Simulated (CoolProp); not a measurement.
C3F8 (R218) along the isotherm 375.2 K: fugacity coefficient from the reference equation and from simpler models built on Tc = 345.0 K, pc = 2640 kPa, ω = 0.317; each cubic takes its own stable root.

Model: reference Helmholtz-energy equation of state, Lemmon 2006, in CoolProp. It is a short technical equation, of lower accuracy than the large ones.

```json
[
 {"p (kPa)": "1320", "phase": "gas", "reference": "0.8804", "van der Waals": "0.8804", "Soave-Redlich-Kwong": "[?]", "Peng-Robinson": "[?]"},
 {"p (kPa)": "2640", "phase": "gas", "reference": "0.7624", "van der Waals": "0.7605", "Soave-Redlich-Kwong": "0.7618", "Peng-Robinson": "0.7376"},
 {"p (kPa)": "3960", "phase": "supercritical", "reference": "0.6468", "van der Waals": "0.6325", "Soave-Redlich-Kwong": "0.6519", "Peng-Robinson": "0.6236"},
 {"p (kPa)": "5280", "phase": "supercritical", "reference": "0.5481", "van der Waals": "0.5369", "Soave-Redlich-Kwong": "0.5606", "Peng-Robinson": "0.5314"},
 {"p (kPa)": "6600", "phase": "supercritical", "reference": "0.4807", "van der Waals": "0.4787", "Soave-Redlich-Kwong": "0.4977", "Peng-Robinson": "0.4680"},
 {"p (kPa)": "7920", "phase": "supercritical", "reference": "0.4351", "van der Waals": "0.4413", "Soave-Redlich-Kwong": "0.4547", "Peng-Robinson": "0.4242"},
 {"p (kPa)": "9240", "phase": "supercritical", "reference": "0.4031", "van der Waals": "0.4165", "Soave-Redlich-Kwong": "0.4243", "Peng-Robinson": "0.3928"},
 {"p (kPa)": "10600", "phase": "supercritical", "reference": "0.3794", "van der Waals": "[?]", "Soave-Redlich-Kwong": "0.4017", "Peng-Robinson": "0.3691"},
 {"p (kPa)": "11900", "phase": "supercritical", "reference": "0.3629", "van der Waals": "0.3891", "Soave-Redlich-Kwong": "0.3860", "Peng-Robinson": "0.3522"},
 {"p (kPa)": "13200", "phase": "supercritical", "reference": "0.3506", "van der Waals": "0.3827", "Soave-Redlich-Kwong": "0.3743", "Peng-Robinson": "0.3392"}
]
```

Problem. Complete the blanks.

Solution. 
- 1320, Soave-Redlich-Kwong: 0.8776
- 1320, Peng-Robinson: 0.8628
- 10600, van der Waals: 0.3996
